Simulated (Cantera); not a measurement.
Charge: 1 mol MgO, 6.8 mol HF, 13 mol H2, at 0.340 bar.

Equilibrium computed with Cantera from the NASA thermochemical tables; the gas is ideal and each condensed phase is pure. Candidate condensed phases: H2O, Mg, MgF2, MgO, Mg(OH)2; 31 gas species. Equilibrium is a limit: real reactors are often held back by kinetics, nucleation or transport.

At 1248 K, list the 3 most abundant gas species with their mole fractions, and the condensed phases.

H2 0.691, HF 0.255, H2O 0.0532. Condensed: MgF2(s).
